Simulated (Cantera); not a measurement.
Charge: 1 mol Si₃N₄, 8.1 mol F₂, 3.3 mol N₂, at 1198 K and 13.3 mbar.

Equilibrium computed with Cantera from the NASA thermochemical tables; the gas is ideal and each condensed phase is pure. Candidate condensed phases: Si, Si₃N₄; 16 gas species. Rates play no part.

Base state: N₂ 0.426, F 0.327, SiF₄ 0.241, F₂ 0.00553 (mole fractions); condensed: gas only.

### Question
What changes in the equilibrium state with this change: F₂ from 8.1 to 3.6 mol?

### Answer
```tsv
species	before	after
N₂	0.426	0.714
SiF₄	0.241	0.285
SiF₃	<1e-9	0.00100
F	0.327	<1e-9
F₂	0.00553	<1e-9
Si₃N₄(s), mol	0	0.399
```
The tables' values for SiF₃ are old estimates; treat these amounts as uncertain.
